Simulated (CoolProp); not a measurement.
trans-2-butene at several states: Z from the reference equation and from simpler models built on Tc = 428.6 K, pc = 4.019 MPa, ω = 0.210; each cubic takes its own stable root.

Model: reference Helmholtz-energy equation of state, Lemmon 2005, in CoolProp. It is a short technical equation, of lower accuracy than the large ones.

```json
[
 {"T (K)": "315.8", "p (MPa)": "11.4", "phase": "liquid", "reference": "0.4084"},
 {"T (K)": "456.8", "p (MPa)": "1.07", "phase": "gas", "reference": "0.9212"},
 {"T (K)": "379.9", "p (MPa)": "3.5", "phase": "liquid", "reference": "0.1271"},
 {"T (K)": "314.7", "p (MPa)": "0.0689", "phase": "gas", "reference": "0.9830"}
]
```

### Question
How far does each simpler model (van der Waals, Redlich-Kwong, Peng-Robinson) lie from the reference over these 4 states: mean and median of the absolute difference, and the worst?

### Answer
- van der Waals: mean 29.8 %, median 28.3 %, worst +62.1 % at 379.9 K and 3.5 MPa
- Redlich-Kwong: mean 7.8 %, median 5.8 %, worst +19.4 % at 379.9 K and 3.5 MPa
- Peng-Robinson: mean 1.5 %, median 1.3 %, worst -3.4 % at 315.8 K and 11.4 MPa
